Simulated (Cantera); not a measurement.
## Ti + H2O (titanium nitride, carbide and oxide coatings)

Input: 1 mol Ti, a varied amount of H2O, held at 6.08 Torr.

These are equilibrium values from Cantera (NASA tables, ideal gas, pure condensed phases), not measurements of a reactor. Candidate condensed phases: H2O, Ti, TiO, TiO2, Ti2O3, Ti3O5, Ti4O7; 12 gas species. Mutual solubility and eutectic melting of coexisting phases are not modelled. Condensed phases not in the tables: Magnéli phases beyond Ti4O7. The numbers say what is thermodynamically allowed, not how fast it happens.

Stable condensed phases:

```
T in K \ n(H2O) in mol
         1.7 2.2 2.9 3.7 4.9 6.4 8.3  11  14  18
   1973    A   B   C   C   C   C   C   C   C   C
   1923    A   D   C   C   C   C   C   C   C   C
   1873    A   D   C   C   C   C   C   C   C   C
   1823    A   D   C   C   C   C   C   C   C   C
   1773    A   C   C   C   C   C   C   C   C   C
   1723    A   C   C   C   C   C   C   C   C   C
   1673    E   C   C   C   C   C   C   C   C   C
   1623    E   C   C   C   C   C   C   C   C   C
   1573    E   C   C   C   C   C   C   C   C   C
```

A: Ti3O5; B: Ti4O7; C: TiO2; D: TiO2 + Ti4O7; E: Ti3O5 + Ti4O7.
